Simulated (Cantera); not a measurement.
## Si₃N₄ + N₂ + CH₄ (sublimation and decomposition of ceramics)

Charge: 1 mol Si₃N₄, 1.2 mol N₂, 0.0076 mol CH₄, equilibrated at 1 atm.

Method: chemical equilibrium by Gibbs-energy minimisation in Cantera with the NASA 1993 tables (ideal gas, pure condensed phases). Candidate condensed phases: C, C₆H₆, C₇H₈, C₈H₁₈, Si, SiC, Si₃N₄; 105 gas species. Mutual solubility and eutectic melting of coexisting phases are not modelled. The tables' values for SiN are old estimates; treat these amounts as uncertain. The numbers say what is thermodynamically allowed, not how fast it happens.

From 1748 K to 2123 K the condensed part is SiC(s) + Si₃N₄(s). From 2198 K to 2498 K the condensed part is Si(l) + SiC(s). At 2573 K the condensed part is Si(l). The main Si-bearing gas is Si throughout.

```csv
T (K),x N₂,x H₂,x Si,x H,x Si₂C,x HCN,n SiC(s),n Si₃N₄(s),n Si(l)
1748,0.987,0.0122,3.42e-8,2.51e-5,2.73e-10,0.000412,0.00708,0.998,0
1823,0.987,0.0122,2.38e-7,4.76e-5,2.85e-9,0.000369,0.00713,0.998,0
1898,0.987,0.0122,1.42e-6,8.59e-5,2.46e-8,0.000334,0.00717,0.998,0
1973,0.987,0.0122,7.35e-6,0.000148,1.80e-7,0.000305,0.00721,0.998,0
2048,0.987,0.0122,3.37e-5,0.000246,1.13e-6,0.000281,0.00723,0.998,0
2123,0.987,0.0121,0.000138,0.000392,6.17e-6,0.000259,0.00725,0.997,0
2198,0.994,0.00442,0.000357,0.000368,2.08e-5,0.000212,0.00679,0,2.99
2273,0.994,0.00426,0.000722,0.000545,5.39e-5,0.000328,0.00626,0,2.99
2348,0.993,0.00404,0.00139,0.000780,0.000131,0.000490,0.00538,0,2.99
2423,0.991,0.00375,0.00259,0.00108,0.000301,0.000703,0.00392,0,2.98
2498,0.988,0.00339,0.00462,0.00144,0.000657,0.000972,0.00140,0,2.97
2573,0.983,0.00312,0.00796,0.00191,0.000990,0.000960,0,0,2.96
```
x: gas mole fraction; n: condensed amount in mol.
